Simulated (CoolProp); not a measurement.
The fluid at 298.15 K and 0.746 MPa (liquid) is heated at constant pressure to 441.2 K. The same conditions are run with several fluids, on thermodynamics alone (safety and materials aside).

Computed with CoolProp (reference Helmholtz-energy equation of state of each fluid (n-perfluorohexane: Gao 2022; cyclopentane: Gedanitz 2015; n-nonane: Lemmon 2006; octamethyltrisiloxane (MDM): Thol 2017; R1224YDZ: Akasaka 2023)).

```csv
fluid,heat (kJ/kg),final phase,final density (kg/m³)
n-perfluorohexane,?,gas,84.1
cyclopentane,?,gas,?
n-nonane,?,liquid,?
octamethyltrisiloxane (MDM),?,liquid,658
R1224YDZ,?,gas,?
```

### Question
Complete the blanks.

### Answer

- n-perfluorohexane, heat (kJ/kg): 217
- cyclopentane, heat (kJ/kg): 612
- cyclopentane, final density (kg/m³): 15.9
- n-nonane, heat (kJ/kg): 357
- n-nonane, final density (kg/m³): 594
- octamethyltrisiloxane (MDM), heat (kJ/kg): 280
- R1224YDZ, heat (kJ/kg): 287
- R1224YDZ, final density (kg/m³): 32.6
